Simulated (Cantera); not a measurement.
A closed system holds: 1 mol SiCl4, 18 mol N2, held at 13300 Pa.

Method: chemical equilibrium by Gibbs-energy minimisation in Cantera with the NASA 1993 tables (ideal gas, pure condensed phases). Candidate condensed phases: Si, Si3N4; 13 gas species. The tables' values for SiCl3 are old estimates; treat these amounts as uncertain. Rates play no part.

log p: log10 of the partial pressure in bar; nothing condenses.

| T (K) | log p N2 | log p SiCl4 | log p Cl | log p SiCl3 |
|---|---|---|---|---|
| 1075 | -0.90 | -2.15 | -6.71 | -6.59 |
| 1175 | -0.90 | -2.15 | -5.88 | -5.80 |
| 1275 | -0.90 | -2.15 | ? | -5.13 |
| 1375 | -0.90 | -2.16 | -4.58 | -4.56 |
| 1475 | -0.90 | -2.16 | -4.07 | -4.07 |
| 1575 | -0.90 | -2.17 | -3.61 | -3.66 |
| 1675 | -0.90 | -2.19 | -3.21 | -3.31 |
| 1775 | -0.90 | ? | ? | -3.03 |
| 1875 | -0.91 | -2.34 | -2.54 | -2.81 |

### Question
Complete the blanks.

### Answer

- 1775, log p SiCl4: -2.24
- 1775, log p Cl: -2.85
- 1275, log p Cl: -5.18
